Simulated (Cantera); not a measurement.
What does this Cantera script print?

```python
import numpy as np
import cantera as ct

gas = ct.Solution("gri30.yaml", transport_model="multicomponent")
show = ['N2', 'CH4', 'O']

rows = []
print(f"{'T/K':>7s}{'rho':>11s}{'cp':>10s}{'mu':>11s}{'lambda':>11s}{'Pr':>7s}" + "".join(f"{'D_' + s:>11s}" for s in show))
for T in [400, 550, 700, 850, 1000, 1150, 1300, 1450, 1600]:
    gas.TPX = T, 120000, {'NO': 0.84}
    Pr = gas.cp_mass * gas.viscosity / gas.thermal_conductivity
    D = [gas.mix_diff_coeffs_mole[gas.species_index(s)] for s in show]
    rows.append([gas.density, gas.cp_mass, gas.viscosity, gas.thermal_conductivity, Pr, *D])
    print(f"{T:7g}{gas.density:11.4e}{gas.cp_mass:10.1f}{gas.viscosity:11.4e}"
          f"{gas.thermal_conductivity:11.4e}{Pr:7.3f}" + "".join(f"{d:11.4e}" for d in D))
print("SI units: kg/m3, J/kg/K, Pa s, W/m/K, m2/s")
```

Output:

```
    T/K        rho        cp         mu     lambda     Pr       D_N2      D_CH4        D_O
    400 1.0827e+00     998.6 2.3120e-05 3.2481e-02  0.711 2.8604e-05 3.1138e-05 4.4511e-05
    550 7.8739e-01    1028.1 2.8863e-05 4.1877e-02  0.709 4.9308e-05 5.4010e-05 7.6517e-05
    700 6.1867e-01    1067.4 3.3953e-05 5.1198e-02  0.708 7.4082e-05 8.1411e-05 1.1480e-04
    850 5.0949e-01    1103.5 3.8609e-05 6.0213e-02  0.708 1.0258e-04 1.1294e-04 1.5884e-04
   1000 4.3307e-01    1132.7 4.2948e-05 6.8778e-02  0.707 1.3455e-04 1.4832e-04 2.0824e-04
   1150 3.7658e-01    1153.1 4.7043e-05 7.6724e-02  0.707 1.6980e-04 1.8733e-04 2.6271e-04
   1300 3.3313e-01    1170.7 5.0942e-05 8.4378e-02  0.707 2.0818e-04 2.2979e-04 3.2201e-04
   1450 2.9867e-01    1185.8 5.4678e-05 9.1760e-02  0.707 2.4955e-04 2.7556e-04 3.8595e-04
   1600 2.7067e-01    1198.6 5.8275e-05 9.8884e-02  0.706 2.9380e-04 3.2451e-04 4.5435e-04
SI units: kg/m3, J/kg/K, Pa s, W/m/K, m2/s
```

Computed with Cantera and GRI-Mech 3.0 (53 species, 325 reactions). The composition is frozen, though it would react at the higher temperatures.
